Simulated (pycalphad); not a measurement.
# Phase fractions of Al-9.75Si-2.72Mg-1.83Cu (at.%)

Source of the numbers: pycalphad with the COST 507 light-alloy database (1999); pressure 1 atm. These are 1990s assessments: newer ones move some temperatures and phases. The system is extrapolated from its subsystems; higher-order compounds may be missing. Phase fractions are per mole of atoms. Diffusion is slow at the low end, where real alloys seldom reach equilibrium.

```tsv
T (K)	LIQUID	FCC_A1	DIAMOND_A4	MG2SI	ALCU_THETA
850	1.000	-	-	-	-
800	0.137	0.771	0.067	0.025	-
750	-	0.870	0.080	0.036	0.015
700	-	0.848	0.082	0.038	0.033
650	-	0.836	0.083	0.039	0.042
600	-	0.829	0.083	0.040	0.048
550	-	0.824	0.084	0.040	0.051
500	-	0.822	0.084	0.041	0.053
450	-	0.821	0.084	0.041	0.054
400	-	0.821	0.084	0.041	0.055
350	-	0.820	0.084	0.041	0.055
```

Database names, with the compositions (at.%) that they take in these runs: MG2SI: Mg 67 Si 33; ALCU_THETA: Al 67 Cu 32. FCC_A1 is fcc; DIAMOND_A4 is diamond (Si).
